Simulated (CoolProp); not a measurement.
Vapour-liquid equilibrium of n-hexane (1) + p-xylene (2) at 503 kPa; x and y are mole fractions of (1).

The numbers come from the multi-fluid Helmholtz-energy mixture model, Thol 2019 and Zhou 2012; pair parameters Bell 2016 in CoolProp.

Give the bubble temperature and the first vapour's composition at x = 0.2, 0.575, 0.95. Is there an azeotrope?

x = 0.2: 454.4 K, y = 0.511; x = 0.575: 423.7 K, y = 0.850; x = 0.95: 405.5 K, y = 0.986. No azeotrope shows between x = 0.05 and 0.95.

The pair parameters rest on a limited set of measurements; away from them the model extrapolates.
